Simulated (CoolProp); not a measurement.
Neopentane along the isotherm 192.65 °C: Z from the reference equation and from simpler models built on Tc = 160.6 °C, pc = 3.196 MPa, ω = 0.196; each cubic takes its own stable root.

Values from CoolProp's reference Helmholtz-energy equation of state, Lemmon 2006. It is a short technical equation, of lower accuracy than the large ones.

| p (MPa) | phase | reference |
|---|---|---|
| 0.0505 | gas | 0.9958 |
| 0.104 | gas | 0.9913 |
| 0.213 | gas | 0.9820 |
| 0.438 | gas | 0.9625 |
| 0.899 | gas | 0.9208 |
| 1.85 | gas | 0.8258 |
| 3.79 | supercritical | 0.5702 |
| 7.78 | supercritical | 0.4030 |
| 16 | supercritical | 0.6834 |

How far does each simpler model (van der Waals, Redlich-Kwong, Soave-Redlich-Kwong) lie from the reference over these 9 states: mean and median of the absolute difference, and the worst?


- van der Waals: mean 6.9 %, median 0.5 %, worst +28.7 % at 192.65 °C and 16 MPa
- Redlich-Kwong: mean 1.8 %, median 0.3 %, worst +9.0 % at 192.65 °C and 7.78 MPa
- Soave-Redlich-Kwong: mean 2.3 %, median 0.0 %, worst +12.5 % at 192.65 °C and 7.78 MPa
